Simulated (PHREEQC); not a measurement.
PHREEQC input (ion-association model, wateq4f.dat):

```
SOLUTION_MASTER_SPECIES
  An  An-  0  An  62.0  # stands for a non-complexing anion
SOLUTION_SPECIES
  An- = An-
    -log_k 0
    -gamma 3.0 0
PHASES
  Fix_H+
    H+ = H+
    -log_k 0
SOLUTION 1
  temp 25
  units mmol/kgw
  pH 7 charge
  B 0.0029
  Cl 0.028
  Mn(2) 0.014
  Na 10
  An 10
END
SELECTED_OUTPUT 1
  -reset false
  -pH true
  -pe true
  -ionic_strength true
  -water true
  -totals B Cl Mn Na Mn(2) Mn(3) Mn(6) Mn(7)
  -molalities Hfo_wOH Hfo_wOH2+ Hfo_wO- Hfo_sOH Hfo_sOH2+ Hfo_sO- Hfo_wH2BO3 Hfo_sOMn+ Hfo_wOMn+
  -saturation_indices Pyrochroite Halite
USER_PUNCH 1
  -headings sigma psi
  10 PUNCH EDL("sigma", "Hfo"), EDL("psi", "Hfo")
PRINT
  -reset false
USE solution 1
SURFACE 1
  Hfo_wOH 3.37079e-05 600 0.015
  Hfo_sOH 8.42697e-07
EQUILIBRIUM_PHASES 1
  Fix_H+ -4 HAn 10
    -force_equality true
END
# ... the last block is repeated for the other 12 points of pH, with NaOH or the acid as the point needs
```

Selected output (columns that matter, 13 of 13 rows; pH added in front):

```
pH	mu	B	Mn	Na	m_Hfo_wOH	m_Hfo_wOH2+	m_Hfo_wO-	m_Hfo_sOH	m_Hfo_sOH2+	m_Hfo_sO-	si_Pyrochroite	si_Halite	sigma	psi
4	0.010162	2.8998e-06	1.4e-05	0.01	1.3622e-05	1.9871e-05	2.1393e-07	3.4056e-07	4.9678e-07	5.3483e-09	-12.226	-8.2254	0.21603	0.18492
4.5	0.010084	2.8998e-06	1.4e-05	0.01	1.8132e-05	1.5076e-05	4.9955e-07	4.5326e-07	3.7688e-07	1.2488e-08	-11.225	-8.2251	0.16019	0.16979
5	0.010058	2.8997e-06	1.3999e-05	0.01	2.1514e-05	1.1251e-05	9.4243e-07	5.3751e-07	2.811e-07	2.3546e-08	-10.225	-8.225	0.11329	0.15212
5.5	0.010049	2.8997e-06	1.3996e-05	0.01	2.3701e-05	8.4912e-06	1.5155e-06	5.8966e-07	2.1126e-07	3.7705e-08	-9.2251	-8.225	0.076695	0.13226
6	0.010045	2.8997e-06	1.3968e-05	0.01	2.4926e-05	6.6347e-06	2.1454e-06	6.0044e-07	1.5982e-07	5.1678e-08	-8.2259	-8.225	0.049633	0.11032
6.5	0.010043	2.8997e-06	1.3796e-05	0.01	2.554e-05	5.3845e-06	2.7752e-06	4.8987e-07	1.0328e-07	5.323e-08	-7.2313	-8.225	0.030705	0.086727
7	0.010041	2.8997e-06	1.3338e-05	0.01	2.5775e-05	4.4402e-06	3.4276e-06	1.8848e-07	3.2469e-08	2.5064e-08	-6.246	-8.2249	0.018028	0.062338
7.5	0.010041	2.8997e-06	1.2693e-05	0.010002	2.5477e-05	3.6458e-06	4.0785e-06	3.202e-08	4.5821e-09	5.126e-09	-5.2677	-8.2248	0.0093694	0.037526
8	0.01004	2.8997e-06	1.0515e-05	0.010008	2.3341e-05	2.3066e-06	5.4107e-06	5.8417e-09	5.7729e-10	1.3542e-09	-4.35	-8.2246	0.0040717	0.01746
8.5	0.010039	2.8998e-06	6.6082e-06	0.010019	1.8052e-05	9.1125e-07	8.1925e-06	1.8383e-09	9.2793e-11	8.3424e-10	-3.5536	-8.2241	0.0011778	0.0051399
9	0.010043	2.8999e-06	3.1378e-06	0.010034	1.2104e-05	2.9737e-07	1.1286e-05	8.0697e-10	1.9826e-11	7.5245e-10	-2.8827	-8.2235	-0.0013618	-0.0059382
9.5	0.010066	2.9e-06	1.0708e-06	0.010063	8.0258e-06	1.0943e-07	1.3485e-05	4.4381e-10	6.0511e-12	7.457e-10	-2.3671	-8.2223	-0.0047939	-0.020387
10	0.010143	2.9e-06	2.5242e-07	0.010142	5.9922e-06	5.5753e-08	1.4754e-05	3.1039e-10	2.888e-12	7.6425e-10	-2.0458	-8.2192	-0.0102	-0.040148
```

Species that the database lacks are ignored.
